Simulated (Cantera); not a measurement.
A perfectly stirred reactor is fed with C₃H₈ : H₂ = 1 : 2.9 (molar parts), at 0.360 Torr; it is held at 1948 K, and followed from long to short residence time.

Computed with Cantera and GRI-Mech 3.0 (53 species, 325 reactions). GRI-Mech 3.0 was tuned for natural gas; its chemistry of propane as a main component is partial and can be far from experiment. GRI-Mech 3.0 stops at C3 and has no aromatics, soot or wall deposition, so with more carbon than oxygen in the feed, carbon stays in small species such as C2H2 where larger ones or solid carbon would form. Radical loss at walls, strong at low pressure, is not modelled.

```json
[
 {"quantity": "x(C₃H₈) at τ = 1.10 s", "before": "8.01e-5", "after": "0.000135"},
 {"quantity": "x(H₂) at τ = 1.10 s", "before": "0.743", "after": "0.610"},
 {"quantity": "x(CH₄) at τ = 1.10 s", "before": "0.0394", "after": "0.0465"},
 {"quantity": "x(H) at τ = 1.10 s", "before": "0.00692", "after": "0.00633"},
 {"quantity": "x(C₂H₆) at τ = 1.10 s", "before": "1.20e-5", "after": "1.94e-5"},
 {"quantity": "x(C₃H₈) at τ = 39.0 ms", "before": "0.00221", "after": "0.00398"},
 {"quantity": "x(H₂) at τ = 39.0 ms", "before": "0.659", "after": "0.477"},
 {"quantity": "x(CH₄) at τ = 39.0 ms", "before": "0.125", "after": "0.151"},
 {"quantity": "x(H) at τ = 39.0 ms", "before": "0.00835", "after": "0.00730"},
 {"quantity": "x(C₂H₆) at τ = 39.0 ms", "before": "0.000220", "after": "0.000396"}
]
```

Q: What was changed between the two runs?
A) temperature 1948 to 1475 K
B) C3H8 1 to 6.8 parts
C) temperature 1948 to 1225 K
D) pressure from 0.360 Torr to 100.0 Torr

A: B, C3H8 1 to 6.8 parts
